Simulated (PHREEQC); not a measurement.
0.55 g of hydrous ferric oxide (600 m²/g; 0.2 weak and 0.005 strong sites per Fe, Dzombak-Morel constants, diffuse double layer) in 1 kg of water with 0.05 mol/kgw of an inert sodium salt and 3.5e-06 mol/kgw MnCl2, at 25 °C; the pH is set by adding NaOH or the inert anion's acid. The system is closed to oxygen. The system is closed to CO2. Precipitation was switched off in this run.

Base run: PHREEQC, ion-association model, wateq4f.dat. Each further column changes one thing. The table gives surface charge σ (C/m²).

| pH | base | background salt from 0.05 to 0.005 mol/kgw | oxide from 0.55 to 2.8 g/kgw | 0.0011 mol/kgw Ag2SO4 added |
|---|---|---|---|---|
| 4 | 0.294 | 0.185 | 0.296 | ___ |
| 5.33 | 0.146 | 0.069 | 0.147 | 0.058 |
| 6.67 | 0.049 | ___ | 0.049 | 0.033 |
| 8 | 0.003 | 0.001 | 0.003 | 0.003 |
| 9.33 | -0.039 | -0.014 | -0.039 | ___ |
| 10.67 | -0.125 | -0.059 | -0.126 | -0.022 |
| 12 | -0.280 | -0.215 | -0.282 | -0.034 |

Question: Complete the blanks.

Answer: 
- 4, 0.0011 mol/kgw Ag2SO4 added: 0.071
- 6.67, background salt from 0.05 to 0.005 mol/kgw: 0.019
- 9.33, 0.0011 mol/kgw Ag2SO4 added: -0.019

 In at least one series the solution becomes supersaturated in solids that the run did not let form, among them Pyrochroite, Cerargyrite, Ag2O.
